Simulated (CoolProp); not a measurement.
Vapour-liquid equilibrium of propylene (1) + acetone (2) at 294.2 K; x and y are mole fractions of (1).

Model: multi-fluid Helmholtz-energy mixture model, Lemmon 2013 and Lemmon 2006; pair parameters Bell 2016, in CoolProp.

**Question.** Give the bubble pressure and the first vapour's composition at x = 0.35, 0.5, 0.8. Is there an azeotrope?

**Answer.** x = 0.35: 6.192 bar, y = 0.962; x = 0.5: 7.305 bar, y = 0.970; x = 0.8: 8.778 bar, y = 0.981. No azeotrope shows between x = 0.05 and 0.95.

Pair parameters are fitted to limited data, so mixtures are less certain than the pure fluids. With so large a gap from Raoult's law the liquid may split in two, which this calculation doesn't test in full.
